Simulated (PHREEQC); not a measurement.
A solution holds 9.9 mmol/kgw SrCl2 and 0.12 mmol/kgw CO2, at 25 °C. Closed to the air; pH follows from the charge balance.

Model: ion-association model, phreeqc.dat, run in PHREEQC.

No solid was allowed to form.

Task: Predict the pH, specific conductance.

Result: pH 5.13; specific conductance 2290 µS/cm.

Task: In which forms is C present?

Result: CO2 93 %, HCO3- 6.5 %, SrHCO3+ 0.5 % of the C.
